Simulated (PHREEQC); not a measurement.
Make-up at 25 °C: 0.18 mol/kgw CuSO4, 0.069 mol/kgw HNO3 and 0.0067 mol/kgw NaCl. Closed to the air; pH follows from the charge balance.

Model: ion-association model, phreeqc.dat, run in PHREEQC.

Precipitation was switched off in this run.

### Question
What pH does the model give?

### Answer
pH 1.67.

### Question
In which forms is Cl present?

### Answer
Cl- 93 %, CuCl+ 7.0 % of the Cl.
